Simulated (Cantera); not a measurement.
Feed: 1 mol PbO, 12 mol H2, 8 mol N2, held at 3.70 bar.

These are equilibrium values from Cantera (NASA tables, ideal gas, pure condensed phases), not measurements of a reactor. Candidate condensed phases: H2O, Pb, PbO, PbO2, Pb3O4; 27 gas species. The numbers say what is thermodynamically allowed, not how fast it happens. All values below are at 1998 K.

Base state: H2 0.523, N2 0.381, H2O 0.0476, Pb 0.0475, H 0.000603, Pb2 4.08e-5, PbO 1.95e-5, NH3 1.74e-5 (mole fractions); condensed: gas only.

### Question
What changes in the equilibrium state with this change: PbO replaced by V2O3?

### Answer
| species | before | after |
|---|---|---|
| H2 | 0.523 | 0.583 |
| N2 | 0.381 | 0.400 |
| H2O | 0.0476 | 0.0169 |
| Pb | 0.0475 | 0 |
| Pb2 | 4.08e-5 | 0 |
| PbO | 1.95e-5 | 0 |
| NH3 | 1.74e-5 | 2.10e-5 |
| VO(s), mol | 0 | 0.678 |
| V2O3(s), mol | 0 | 0.661 |
Mutual solubility and eutectic melting of coexisting phases are not modelled. VO: taken at fixed stoichiometry. Condensed phases not in the tables: the oxides between V2O3 and V2O5 other than VO2. Further candidate phases: V, VN, VO, V2O3, V2O4, V2O5.
